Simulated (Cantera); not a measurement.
Input: 1 mol SiH4, 15 mol N2, at 1800 °C.

These are equilibrium values from Cantera (NASA tables, ideal gas, pure condensed phases), not measurements of a reactor. Candidate condensed phases: Si, Si3N4; 18 gas species. The tables' values for SiN are old estimates; treat these amounts as uncertain. Gases not in the tables: Si2H6 and higher silanes. Equilibrium is a limit: real reactors are often held back by kinetics, nucleation or transport.

x: gas mole fraction; n: condensed amount in mol.

| P (Pa) | x N2 | x H2 | x H | x Si | n Si(l) | n Si3N4(s) |
|---|---|---|---|---|---|---|
| 5 | 0.795 | 0.0603 | 0.0914 | 0.0529 | 0 | 0 |
| 15 | 0.808 | 0.0778 | 0.0599 | 0.0535 | 0 | 0 |
| 45 | 0.818 | 0.0904 | 0.0373 | 0.0536 | 0 | 0 |
| 140 | 0.825 | 0.0988 | 0.0221 | 0.0524 | 0 | 0 |
| 410 | 0.854 | 0.107 | 0.0134 | 0.0243 | [?] | 0 |
| 1200 | 0.871 | 0.112 | 0.00804 | 0.00831 | [?] | 0 |
| 3700 | 0.878 | 0.115 | 0.00463 | 0.00269 | 0.944 | 0 |
| 11000 | 0.880 | 0.116 | 0.00270 | 0.000906 | 0.979 | 0 |
| 33000 | 0.881 | 0.117 | 0.00156 | 0.000302 | 0.992 | 0 |
| 100000 | 0.877 | 0.122 | 0.000918 | 6.04e-5 | [?] | 0.333 |

Complete the blanks.


- 410, n Si(l): 0.535
- 1200, n Si(l): 0.838
- 100000, n Si(l): 0
